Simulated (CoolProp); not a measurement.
R1224YDZ at several states: density (kg/m³) from the reference equation and from simpler models built on Tc = 155.5 °C, pc = 3.334 MPa, ω = 0.325; each cubic takes its own stable root.

Computed with CoolProp (reference Helmholtz-energy equation of state, Akasaka 2023).

| T (°C) | p (MPa) | phase | reference |
|---|---|---|---|
| 114.85 | 15.8 | liquid | 1187 |
| 90.85 | 0.0308 | gas | 1.520 |
| -33.85 | 0.0186 | liquid | 1511 |
| -84.95 | 0.0327 | liquid | 1633 |

### Question
How far does each simpler model (Redlich-Kwong, Soave-Redlich-Kwong, Peng-Robinson) lie from the reference over these 4 states: mean and median of the absolute difference, and the worst?

### Answer
- Redlich-Kwong: mean 31.2 %, median 12.4 %, worst -99.9 % at -33.85 °C and 0.0186 MPa
- Soave-Redlich-Kwong: mean 8.0 %, median 9.8 %, worst -12.3 % at -84.95 °C and 0.0327 MPa
- Peng-Robinson: mean 1.1 %, median 1.0 %, worst +2.2 % at 114.85 °C and 15.8 MPa

At some of these states Redlich-Kwong gives the other phase, because its saturation line lies elsewhere.
